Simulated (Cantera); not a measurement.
Input (Python, Cantera):

```python
import numpy as np
import cantera as ct

surf = ct.Interface("ptcombust.yaml", "Pt_surf")
gas = surf.adjacent["gas"]
gas.TPX = 300, 2400, {'H2': 0.039, 'O2': 0.053, 'N2': 0.79}
jet = ct.ImpingingJet(gas=gas, width=0.067, surface=surf)
jet.inlet.mdot, jet.inlet.T, jet.inlet.X = 0.17, 300, {'H2': 0.039, 'O2': 0.053, 'N2': 0.79}
jet.set_refine_criteria(ratio=10, slope=0.2, curve=0.3)
show, cover = ['H2', 'O2', 'H2O', 'OH'], ["PT(S)", "H(S)", "O(S)", "OH(S)", "CO(S)", "C(S)"]

rows = []
print(f"{'Ts/K':>7s}" + "".join(f"{s:>11s}" for s in show + cover) + "   (gas at the wall, coverages)")
for i, Ts in enumerate([700, 750, 800, 850, 900]):
    jet.surface.T = Ts
    if i == 0:
        surf.TP = Ts, 2400
        surf.coverages = "PT(S):0.5, O(S):0.5"
        surf.advance_coverages(1.0)
        jet.set_initial_guess(products="inlet")
    jet.solve(loglevel=0, auto=(i == 0))
    rows.append([*(jet.X[gas.species_index(s), -1] for s in show), *surf[cover].coverages])
    print(f"{Ts:7g}" + "".join(f"{x:11.3e}" for x in rows[-1]))
```

It prints:

```
   Ts/K         H2         O2        H2O         OH      PT(S)       H(S)       O(S)      OH(S)      CO(S)       C(S)   (gas at the wall, coverages)
    700  3.644e-03  1.638e-02  7.831e-02  1.183e-10  3.994e-01  5.030e-08  5.964e-01  4.183e-03  8.199e-17  1.391e-26
    750  3.651e-03  1.652e-02  7.782e-02  7.865e-10  4.134e-01  8.423e-08  5.835e-01  3.057e-03 -2.564e-18  1.305e-29
    800  3.634e-03  1.662e-02  7.744e-02  4.071e-09  4.297e-01  1.348e-07  5.680e-01  2.310e-03  1.226e-15  1.800e-24
    850  3.557e-03  1.664e-02  7.722e-02  1.704e-08  4.541e-01  2.138e-07  5.441e-01  1.804e-03  5.817e-18  1.445e-27
    900  3.391e-03  1.655e-02  7.721e-02  5.896e-08  4.928e-01  3.452e-07  5.057e-01  1.447e-03  5.477e-16  1.913e-24
```

Detailed kinetics in Cantera: Deutschmann's 1995 Pt surface mechanism with GRI-Mech 3.0 gas chemistry. Catalytic surfaces can have several steady states; this one follows from the mechanism file's or the stated starting coverage.
